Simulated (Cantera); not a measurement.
A closed system holds: 1 mol Ta, 2 mol CO2, 2.3 mol N2, 2 mol O2, at 1748 K and 1.33 mbar.

These are equilibrium values from Cantera (NASA tables, ideal gas, pure condensed phases), not measurements of a reactor. Candidate condensed phases: C, Ta, TaC, Ta2O5; 27 gas species. Rates play no part.

Task: What is the equilibrium state?

Result: 
| Quantity | Value |
|---|---|
| x(N2) | 0.453 |
| x(CO2) | 0.392 |
| x(O2) | 0.148 |
| x(CO) | 0.00329 |
| x(NO) | 0.00221 |
| x(O) | 0.000773 |
| n(Ta2O5(s)) | 0.500 mol |
| gas amount | 5.060 mol |
| log10 activity of C(graphite) (absent) | -11.42 |
| log10 activity of Ta(s) (absent) | -14.81 |
| log10 activity of TaC(s) (absent) | -22.04 |
